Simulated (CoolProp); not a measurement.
Saturation properties of R134a.

Computed with CoolProp (reference Helmholtz-energy equation of state, Tillner-Roth 1994).

```tsv
T (°C)	p (MPa)	liquid density (kg/m³)	enthalpy of vaporisation (kJ/kg)	liquid cp (kJ/(kg K))	vapour Z	surface tension (mN/m)
0.75	0.3008	1292	198.0	1.343	0.9101	11.3
8.85	0.3989	1265	191.7	1.367	0.8913	10.2
16.95	0.5197	1236	184.9	1.394	0.8701	9.10
24.95	0.6644	1207	177.8	1.424	0.8467	8.04
33.05	0.8400	1175	170.1	1.461	0.8204	6.99
41.15	1.048	1142	161.8	1.505	0.7910	5.97
49.25	1.293	1106	152.7	1.560	0.7584	4.99
57.35	1.579	1067	142.7	1.632	0.7219	4.04
65.45	1.909	1023	131.4	1.730	0.6807	3.13
```

It boils at -26.1 °C under 1 atm.

Surface tension comes from a separate correlation (Mulero 2012).
